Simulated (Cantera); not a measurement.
# Ignition delay

Mixture: CO : H₂ : O₂ : N₂ = 1 : 0.069 : 0.411 : 1.55 (molar parts), equivalence ratio 1.3, at 735 Torr, adiabatic and at constant volume. Ignition delay is the time to a rise of 400 K.

Computed with Cantera and GRI-Mech 3.0 (53 species, 325 reactions). Where the delays flatten at high temperature, the 400 K rule measures the pace of heat release, not the induction time.

```json
[
 {"T0 (K)": "1100", "delay (ms)": "0.214"},
 {"T0 (K)": "1175", "delay (ms)": "0.136"},
 {"T0 (K)": "1250", "delay (ms)": "0.0994"},
 {"T0 (K)": "1325", "delay (ms)": "0.0792"},
 {"T0 (K)": "1400", "delay (ms)": "0.0672"},
 {"T0 (K)": "1475", "delay (ms)": "0.0598"},
 {"T0 (K)": "1550", "delay (ms)": "0.0555"},
 {"T0 (K)": "1625", "delay (ms)": "0.0535"},
 {"T0 (K)": "1700", "delay (ms)": "0.0532"}
]
```
